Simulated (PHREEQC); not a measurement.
Brine (model solution)

Make-up at 35 °C: 1.2 mol Na2SO4 and 0.0071 mol H3BO3 per kg of water. Closed to the air; pH follows from the charge balance.

The numbers come from PHREEQC with the Pitzer model, pitzer.dat.

No solid was allowed to form.

Problem. Estimate the pH, activity of water.

Solution. pH 6.05; activity of water 0.959.

Complexes and solids missing from the database can't appear. In brines, pH and single-ion activities rest on the MacInnes convention.
